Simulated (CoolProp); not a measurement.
Properties of hexamethyldisiloxane (MM) along the isotherm 264.15 °C.

Model: reference Helmholtz-energy equation of state, Thol 2016, in CoolProp.

| p (MPa) | phase | density (kg/m³) | isothermal compressibility (1/MPa) |
|---|---|---|---|
| 0.00916 | gas | 0.3334 | 109.3 |
| 0.0143 | gas | 0.5210 | 70.09 |
| 0.0222 | gas | 0.8099 | 45.21 |
| 0.0346 | gas | 1.265 | 29.07 |
| 0.0538 | gas | 1.973 | 18.75 |
| 0.0838 | gas | 3.089 | 12.10 |
| 0.131 | gas | 4.867 | 7.805 |
| 0.203 | gas | 7.637 | (withheld) |
| 0.316 | gas | (withheld) | 3.349 |
| 0.493 | gas | (withheld) | 2.227 |
| 0.767 | gas | (withheld) | (withheld) |
| 1.19 | gas | 55.72 | 1.123 |
| 1.86 | gas | (withheld) | 1.036 |
| 2.9 | supercritical | 363.1 | 0.3565 |

Task: What belongs in the gaps?

Result: 
- 0.203, isothermal compressibility (1/MPa): 5.103
- 0.316, density (kg/m³): 12.13
- 0.493, density (kg/m³): 19.58
- 0.767, density (kg/m³): 32.29
- 0.767, isothermal compressibility (1/MPa): 1.529
- 1.86, density (kg/m³): 111.4
